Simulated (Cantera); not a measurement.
Standard-state values (1 bar) from the NASA 1993 polynomials, evaluated with Cantera. Values are per mole of reaction as written; species without (g) are pure solids or liquids, kept so even where they would boil at 1 bar. VN: taken at fixed stoichiometry.

4 NO(g) + 2 VN ⇌ 3 N2(g) + V2O4, with ΔH° = -1358.0 kJ and ΔS° = -239.1 J/K at 300 K.

How far is the shortcut ΔG° ≈ ΔH°(300 K) − T·ΔS°(300 K) from the full temperature-dependent value at 1473, 1623, 1773, 1923, 2073 K?


```tsv
T (K)	shortcut (kJ)	full (kJ)	difference (kJ)	difference in log10 K	condensed phases
1473	-1005.7	-1054.0	48.3	-1.71	VN(s), V2O4(s)
1623	-969.8	-1025.9	56.1	-1.81	VN(s), V2O4(s)
1773	-933.9	-998.1	64.1	-1.89	VN(s), V2O4(s)
1923	-898.1	-977.1	79.0	-2.15	VN(s), V2O4(l)
2073	-862.2	-959.3	97.1	-2.45	VN(s), V2O4(l)
```
The shortcut ignores heat capacities and the phase changes listed.
